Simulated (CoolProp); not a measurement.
Propylene along the isobar 50.1 bar: Z from the reference equation and from simpler models built on Tc = 91.1 °C, pc = 45.55 bar, ω = 0.146; each cubic takes its own stable root.

Model: reference Helmholtz-energy equation of state, Lemmon 2013, in CoolProp.

```tsv
T (°C)	phase	reference	van der Waals	Redlich-Kwong	Soave-Redlich-Kwong	Peng-Robinson
-100.35	liquid	[?]	0.3441	0.2331	0.2322	0.2067
-81.05	liquid	0.2019	0.3177	0.2162	[?]	0.1909
-61.75	liquid	0.1898	0.2971	[?]	0.2014	0.1788
-42.45	liquid	0.1804	0.2809	0.1938	0.1913	0.1696
-23.15	liquid	0.1732	0.2685	[?]	0.1841	0.1630
-3.85	liquid	0.1680	0.2594	0.1828	0.1795	0.1588
15.45	liquid	0.1649	0.2535	0.1813	0.1776	0.1571
34.75	liquid	0.1640	0.2512	0.1831	0.1792	0.1586
54.05	liquid	0.1663	[?]	0.1898	0.1857	0.1647
73.35	liquid	0.1749	0.2650	0.2062	0.2025	0.1805
92.65	supercritical	0.2152	0.3062	0.2656	0.2673	0.2436
111.95	supercritical	0.5703	0.5633	0.5661	0.5825	0.5528
131.35	supercritical	0.6757	0.6616	0.6673	0.6859	0.6562
150.65	supercritical	0.7401	0.7205	0.7298	0.7503	0.7215
```

Problem. What belongs in the gaps?

Solution. 
- -100.35, reference: 0.2173
- -81.05, Soave-Redlich-Kwong: 0.2148
- -61.75, Redlich-Kwong: 0.2034
- -23.15, Redlich-Kwong: 0.1870
- 54.05, van der Waals: 0.2538
